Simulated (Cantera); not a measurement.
Charge: 1 mol B2O3, 4.7 mol HCl, 0.12 mol O2, at 1275 K and 1.00 bar.

Method: chemical equilibrium by Gibbs-energy minimisation in Cantera with the NASA 1993 tables (ideal gas, pure condensed phases). Candidate condensed phases: B, B2O3, B3O3H3, H2O; 33 gas species. Gases not in the tables: H3BO3. Equilibrium is a limit: real reactors are often held back by kinetics, nucleation or transport.

Question: What is the equilibrium state?

Answer: 
```
Item                                      Value
------------------------------------  ---------
x(HCl)                                    0.901
x(H2O)                                   0.0477
x(Cl2)                                   0.0470
x(Cl)                                   0.00214
x(O2)                                   0.00144
x(HBO2)                                0.000494
x((HBO2)3)                              9.31e-5
x(HOCl)                                 8.59e-6
x(ClO)                                  2.79e-6
n(B2O3(l))                            0.998 mol
gas amount                            4.713 mol
log10 activity of B(s) (absent)          -17.52
log10 activity of B3O3H3(s) (absent)     -34.32
```
